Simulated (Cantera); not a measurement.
What does this Cantera script print?

```python
import numpy as np
import cantera as ct

gas = ct.Solution("gri30.yaml")
gas.TPX = 1650, 45000, {'CO': 1, 'H2': 0.064, 'O2': 0.484, 'N2': 3.29}
reactor = ct.IdealGasReactor(gas, energy="on", clone=False)
net = ct.ReactorNet([reactor])
net.rtol, net.atol = 1e-08, 1e-16
show = ['CO', 'H2', 'O2', 'H2O', 'O', 'H2O2', 'NO2']
times = np.geomspace(2e-06, 0.2, 16)

steps = ct.SolutionArray(gas, extra=["t"])
rows = []
print(f"{'t/s':>10s}{'T/K':>9s}{'P/Pa':>11s}" + "".join(f"{s:>11s}" for s in show))
for t in times:
    while net.time < t:
        t_next = net.step()
        steps.append(gas.state, t=t_next)
    rows.append([np.interp(t, steps.t, y) for y in (steps.T, steps.P, *steps(*show).X.T)])
    print(f"{t:10.3e}{rows[-1][0]:9.1f}{rows[-1][1]:11.4g}" + "".join(f"{x:11.3e}" for x in rows[-1][2:]))
rate = np.gradient(steps.T, steps.t)
print("integrator steps:", len(steps.t))
if steps.T.max() > steps.T[0] + 200:
    print(f"time of steepest temperature rise: {steps.t[rate.argmax()]:.4e} s")
gas.TPX = 1650, 45000, {'CO': 1, 'H2': 0.064, 'O2': 0.484, 'N2': 3.29}
gas.equilibrate("UV")
print(f"equilibrium (UV): T = {gas.T:.1f} K  " + "  ".join(f"{s} {gas[s].X[0]:.3e}" for s in show))
```

It prints:

```
       t/s      T/K       P/Pa         CO         H2         O2        H2O          O       H2O2        NO2
 2.000e-06   1650.0    4.5e+04  2.067e-01  1.323e-02  1.000e-01  4.580e-09  1.550e-07  2.112e-11  1.629e-21
 4.309e-06   1650.0    4.5e+04  2.067e-01  1.323e-02  1.000e-01  3.980e-08  3.472e-07  7.613e-11  2.728e-20
 9.283e-06   1650.0    4.5e+04  2.067e-01  1.323e-02  1.000e-01  3.573e-07  1.001e-06  2.194e-10  5.240e-19
 2.000e-05   1650.0    4.5e+04  2.067e-01  1.322e-02  1.000e-01  4.609e-06  6.522e-06  5.059e-10  1.547e-17
 4.309e-05   1650.4  4.501e+04  2.064e-01  1.277e-02  9.953e-02  2.488e-04  2.948e-04  5.543e-09  9.041e-15
 9.283e-05   1697.4  4.624e+04  1.810e-01  9.462e-04  7.164e-02  6.665e-03  2.182e-02  7.479e-08  1.870e-10
 2.000e-04   1840.3  4.986e+04  1.402e-01  9.587e-04  4.388e-02  2.457e-03  4.031e-02  3.654e-08  3.312e-09
 4.309e-04   2033.5  5.449e+04  1.310e-01  1.201e-03  4.149e-02  3.440e-03  3.368e-02  2.511e-08  1.426e-08
 9.283e-04   2290.8  6.044e+04  1.214e-01  1.320e-03  4.029e-02  5.624e-03  2.261e-02  1.491e-08  6.033e-08
 2.000e-03   2558.7   6.64e+04  1.063e-01  1.172e-03  3.536e-02  7.806e-03  1.298e-02  1.062e-08  4.139e-07
 4.309e-03   2703.3  6.948e+04  9.532e-02  1.032e-03  2.934e-02  9.038e-03  8.283e-03  1.341e-08  1.513e-06
 9.283e-03   2710.7  6.959e+04  9.426e-02  1.028e-03  2.735e-02  9.219e-03  7.548e-03  1.361e-08  2.280e-06
 2.000e-02   2709.9  6.956e+04  9.425e-02  1.030e-03  2.706e-02  9.236e-03  7.470e-03  1.355e-08  2.409e-06
 4.309e-02   2709.9  6.956e+04  9.425e-02  1.030e-03  2.706e-02  9.236e-03  7.469e-03  1.355e-08  2.411e-06
 9.283e-02   2709.9  6.956e+04  9.425e-02  1.030e-03  2.706e-02  9.236e-03  7.469e-03  1.355e-08  2.411e-06
 2.000e-01   2709.9  6.956e+04  9.425e-02  1.030e-03  2.706e-02  9.236e-03  7.469e-03  1.355e-08  2.411e-06
integrator steps: 1235
time of steepest temperature rise: 1.1750e-04 s
equilibrium (UV): T = 2709.9 K  CO 9.425e-02  H2 1.030e-03  O2 2.706e-02  H2O 9.236e-03  O 7.469e-03  H2O2 1.355e-08  NO2 2.411e-06
```

Cantera simulation using GRI-Mech 3.0 (53 species, 325 reactions); the numbers are that mechanism's predictions, not measurements.
